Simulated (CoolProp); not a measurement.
Ethane at 184.8 K and 0.055 MPa flows at 3.8 m/s in a round tube of 25 mm bore and 45 µm roughness, fully developed (64/Re and Nu = 3.66 if laminar; Colebrook and Gnielinski if turbulent). Each further row changes one setting.

The numbers come from the reference Helmholtz-energy equation of state, Bücker 2006 in CoolProp.

```
case              Reynolds number  Darcy friction factor  pressure drop (Pa/m)  heat-transfer coefficient (W/(m² K))  mass flow (kg/h)
----------------  ---------------  ---------------------  --------------------  ------------------------------------  ----------------
as stated                   17700                 0.0301                  9.51                                  22.1              7.36
velocity 7.6 m/s            35400                 0.0271                  34.3                                  40.9              14.7
diameter 50 mm              35400                 0.0250                  3.96                                  18.8              29.4
```

Viscosity comes from a separate model (Friend 1991). Thermal conductivity comes from a separate model (Friend 1991).
